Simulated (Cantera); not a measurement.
Input: 1 mol V2O3, 720 mol H2, held at 877 °C and 13300 Pa.

These are equilibrium values from Cantera (NASA tables, ideal gas, pure condensed phases), not measurements of a reactor. Candidate condensed phases: H2O, V, VO, V2O3, V2O4, V2O5; 12 gas species. Mutual solubility and eutectic melting of coexisting phases are not modelled. VO: taken at fixed stoichiometry. Condensed phases not in the tables: the oxides between V2O3 and V2O5 other than VO2. Equilibrium is a limit: real reactors are often held back by kinetics, nucleation or transport.

Problem. What is the equilibrium state?

Solution. 
- x(H2) = 1.000
- x(H2O) = 0.000285
- n(VO(s)) = 0.411 mol
- n(V2O3(s)) = 0.794 mol
- gas amount = 720.0 mol
- log10 activity of V(s) (absent) = -3.16
- log10 activity of V2O5(l) (absent) = -16.96
